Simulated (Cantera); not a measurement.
Feed: 1 mol Pb, 1.5 mol O2, 13 mol N2, at 1273 K and 12.0 mbar.

Method: chemical equilibrium by Gibbs-energy minimisation in Cantera with the NASA 1993 tables (ideal gas, pure condensed phases). Candidate condensed phases: Pb, PbO, PbO2, Pb3O4; 12 gas species. Gases not in the tables: (PbO)n polymers. The numbers say what is thermodynamically allowed, not how fast it happens.

Base state: N2 0.906, O2 0.0699, PbO 0.0233, Pb 0.000654, NO 0.000205 (mole fractions); condensed: PbO(l).

Problem. What changes in the equilibrium state with this change: pressure from 12.0 mbar to 35.0 mbar?

Solution. 
| species | before | after |
|---|---|---|
| N2 | 0.906 | 0.921 |
| O2 | 0.0699 | 0.0708 |
| PbO | 0.0233 | 0.00799 |
| Pb | 0.000654 | 0.000130 |
| NO | 0.000205 | 0.000208 |
| PbO(l), mol | 0.656 | 0.885 |
